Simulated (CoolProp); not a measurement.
Vapour pressure (MPa) of R365MFC: the reference equation beside estimates from Tc = 460.0 K, pc = 3.266 MPa, ω = 0.377. Clausius-Clapeyron is anchored at 354.6 K with a constant enthalpy of vaporisation of 24.57 kJ/mol.

The numbers come from the reference Helmholtz-energy equation of state, Lemmon 2016 in CoolProp.

| T (K) | reference | Clausius-Clapeyron | van der Waals | Soave-Redlich-Kwong |
|---|---|---|---|---|
| 332.3 | 0.1914 | 0.2092 | 0.7674 | 0.1922 |
| 339.7 | 0.2399 | 0.2539 | 0.8556 | 0.2418 |
| 347.1 | 0.2974 | 0.3056 | 0.9501 | 0.3007 |
| 354.6 | 0.3659 | 0.3659 | 1.052 | 0.3710 |
| 362 | 0.4447 | 0.4339 | 1.160 | 0.4522 |
| 369.4 | 0.5358 | 0.5109 | 1.274 | 0.5462 |
| 376.8 | 0.6404 | 0.5978 | 1.396 | 0.6544 |
| 384.3 | 0.7616 | 0.6967 | 1.526 | 0.7797 |

Absolute difference from the reference over all 8 rows, mean and median: Clausius-Clapeyron 5.0 and 5.2 %, van der Waals 185.2 and 174.2 %, Soave-Redlich-Kwong 1.5 and 1.5 %.
